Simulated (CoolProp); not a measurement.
The numbers come from the reference Helmholtz-energy equation of state, Younglove 1994 in CoolProp. It is a modified Benedict-Webb-Rubin equation, recast in Helmholtz form.

Problem. For R123, give the phase and the Prandtl number at 497.2 K and 1.25 bar; 439.1 K and 0.854 bar; 435.8 K and 0.428 bar.

Solution. 
- 497.2 K and 1.25 bar: gas; Prandtl number 0.721
- 439.1 K and 0.854 bar: gas; Prandtl number 0.735
- 435.8 K and 0.428 bar: gas; Prandtl number 0.736

Viscosity comes from a separate model (Tanaka 1996). Thermal conductivity comes from a separate model (Laesecke 1996).
